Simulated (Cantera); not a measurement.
Charge: 1 mol Si, 0.036 mol O₂, 840 mol H₂, 0.0029 mol H₂O, at 1.50 mbar.

Method: chemical equilibrium by Gibbs-energy minimisation in Cantera with the NASA 1993 tables (ideal gas, pure condensed phases). Candidate condensed phases: H₂O, Si, SiO₂; 18 gas species. Mutual solubility and eutectic melting of coexisting phases are not modelled. Gases not in the tables: Si₂H₆ and higher silanes. Rates play no part.

Task: What share of the Si ends up in condensed phases as a function of T (°C), at 752, 827, 902, 977, 1052, 1127, 1202, 1277, 1352, 1427, 1502, 1577, 1652?

Result: 
| T (°C) | Si condensed (%) | as |
|---|---|---|
| 752 | 99.9 | Si(s) + SiO₂(β-quartz) |
| 827 | 98.7 | Si(s) + SiO₂(β-quartz) |
| 902 | 92.5 | Si(s) |
| 977 | 92.5 | Si(s) |
| 1052 | 92.5 | Si(s) |
| 1127 | 92.4 | Si(s) |
| 1202 | 92.1 | Si(s) |
| 1277 | 90.2 | Si(s) |
| 1352 | 82.0 | Si(s) |
| 1427 | 50.5 | Si(l) |
| 1502 | 0.0 | - |
| 1577 | 0.0 | - |
| 1652 | 0.0 | - |
